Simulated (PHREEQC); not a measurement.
Consider water at 25 °C with 1.3 mmol/kgw CuSO4 and 1.3 mmol/kgw H3BO3. Closed to the air; pH follows from the charge balance.

Equilibrium calculation in PHREEQC: ion-association model, wateq4f.dat.

Each row changes one thing in this solution. Precipitation was switched off in this run.

```csv
case,pH,ionic strength (mol/kgw),SO4-2 (mol/kgw),HSO4- (mol/kgw),H2BO3- (mol/kgw)
as made,5.27,0.00459,0.00115,4.82e-7,1.51e-7
diluted 2-fold with water,5.40,0.00241,0.000602,1.97e-7,1.00e-7
CuSO4 replaced by NaHSO4 at the same molality,2.95,0.00367,0.00119,0.000107,7.13e-10
diluted 100-fold with water,6.07,5.14e-5,1.30e-5,1.05e-9,8.79e-9
H3BO3 from 0.0013 to 0.00117 mol/kgw,5.27,0.00459,0.00115,4.81e-7,1.36e-7
0.00021 mol/kgw NaHCO3 added,6.00,0.00461,0.00116,9.19e-8,8.00e-7
H3BO3 from 0.0013 to 0.00065 mol/kgw,5.27,0.00459,0.00115,4.80e-7,7.58e-8
CuSO4 from 0.0013 to 0.00143 mol/kgw,5.25,0.00501,0.00125,5.43e-7,1.45e-7
```

Some of these states are supersaturated (in Brochantite, Antlerite, Malachite, for instance).
